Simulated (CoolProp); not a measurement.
A single-stage vapour-compression cycle with R11: evaporating at 300.15 K (dew point), condensing at 358.15 K (bubble point), superheat 0 K, subcooling 2 K, compressor efficiency 0.7, no pressure losses. Each further row changes one setting.

Model: reference Helmholtz-energy equation of state, Jacobsen 1992, in CoolProp.

```json
[
 {"case": "as stated", "cooling COP": "2.96", "pressure ratio": "5.18", "discharge temperature (K)": "379.8", "refrigerating effect (kJ/kg)": "129", "volumetric capacity (kJ/m³)": "839"},
 {"case": "evaporating temperature 305.15 K", "cooling COP": "3.36", "pressure ratio": "4.37", "discharge temperature (K)": "(withheld)", "refrigerating effect (kJ/kg)": "(withheld)", "volumetric capacity (kJ/m³)": "1000"},
 {"case": "condensing temperature 353.15 K", "cooling COP": "(withheld)", "pressure ratio": "(withheld)", "discharge temperature (K)": "(withheld)", "refrigerating effect (kJ/kg)": "133", "volumetric capacity (kJ/m³)": "870"},
 {"case": "subcooling 7 K", "cooling COP": "3.07", "pressure ratio": "5.18", "discharge temperature (K)": "379.8", "refrigerating effect (kJ/kg)": "133", "volumetric capacity (kJ/m³)": "870"},
 {"case": "superheat 10 K", "cooling COP": "2.98", "pressure ratio": "5.18", "discharge temperature (K)": "391.3", "refrigerating effect (kJ/kg)": "(withheld)", "volumetric capacity (kJ/m³)": "(withheld)"},
 {"case": "compressor efficiency 0.6", "cooling COP": "2.54", "pressure ratio": "5.18", "discharge temperature (K)": "390.4", "refrigerating effect (kJ/kg)": "129", "volumetric capacity (kJ/m³)": "839"}
]
```

Problem. Fill in the missing entries.

Solution. 
- evaporating temperature 305.15 K, discharge temperature (K): 377.2
- evaporating temperature 305.15 K, refrigerating effect (kJ/kg): 131
- condensing temperature 353.15 K, cooling COP: 3.32
- condensing temperature 353.15 K, pressure ratio: 4.60
- condensing temperature 353.15 K, discharge temperature (K): 373.7
- superheat 10 K, refrigerating effect (kJ/kg): 135
- superheat 10 K, volumetric capacity (kJ/m³): 846
